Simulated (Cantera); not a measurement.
Feed: 1 mol (CH3)2SiCl2, 19 mol H2, at 2198.15 K and 5.90 mbar.

Equilibrium computed with Cantera from the NASA thermochemical tables; the gas is ideal and each condensed phase is pure. The feed counts by its element totals alone. The tables' values for SiCl are old estimates; treat these amounts as uncertain. Gases not in the tables: Si2H6 and higher silanes. Equilibrium is a limit: real reactors are often held back by kinetics, nucleation or transport.

```tsv
species	before	after
H2	0.842	0.913
HCl	0.0755	0.0866
SiCl2	0.00140	0.000171
H	0.0666	0.000161
Si	0.00655	6.43e-9
SiC2	0.000625	<1e-9
Si2C	0.000382	<1e-9
SiH	0.000205	1.68e-9
SiCl	0.000516	4.06e-8
Si2	1.12e-5	<1e-9
C(graphite), mol	1.10	1.00
SiC(s), mol	0.757	0.996
```
Gas species are given as mole fractions.

Name the change that produced these shifts.
A) temperature from 2198.15 K to 1475 K
B) pressure from 5.90 mbar to 1.33 mbar
C) pressure from 5.90 mbar to 0.200 bar
D) temperature from 2198.15 K to 975 K

A, temperature from 2198.15 K to 1475 K
